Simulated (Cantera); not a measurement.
Charge: 1 mol SiHCl₃, 0.4 mol Cl₂, 14 mol H₂, held at 900 K and 0.170 bar.

Cantera equilibrium calculation (NASA polynomials, part measured and part estimated; ideal gas, pure solids and liquids). Candidate condensed phases: Si; 19 gas species. The tables' values for SiCl₃ are old estimates; treat these amounts as uncertain. Kinetics and transport are ignored.

Base state: H₂ 0.928, SiCl₄ 0.0460, SiHCl₃ 0.0181, HCl 0.00671, SiH₂Cl₂ 0.000674, SiCl₃ 0.000189, SiCl₂ 3.71e-5 (mole fractions); condensed: gas only.

### Question
What changes in the equilibrium state with this change: H₂ from 14 to 240 mol?

### Answer
```csv
species,before,after
H₂,0.928,0.993
HCl,0.00671,0.00266
SiHCl₃,0.0181,0.00186
SiCl₄,0.0460,0.00176
SiCl₃,0.000189,1.89e-5
SiCl₂,3.71e-5,9.67e-6
"Si(s), mol",0,0.0721
```

### Question
What changes in the equilibrium state with this change: temperature from 900 K to 1723.15 K?

### Answer
| species | before | after |
|---|---|---|
| H₂ | 0.928 | 0.828 |
| HCl | 0.00671 | 0.115 |
| SiCl₂ | 3.71e-5 | 0.0549 |
| SiCl₄ | 0.0460 | 0.000144 |
| SiHCl₃ | 0.0181 | 0.000214 |
| H | <1e-9 | 0.000403 |
| Cl | <1e-9 | 4.32e-5 |
| SiCl | <1e-9 | 4.20e-5 |
| Si(l), mol | 0 | 0.0593 |
The tables' values for SiCl₃, SiCl are old estimates; treat these amounts as uncertain. Gases not in the tables: Si₂H₆ and higher silanes.
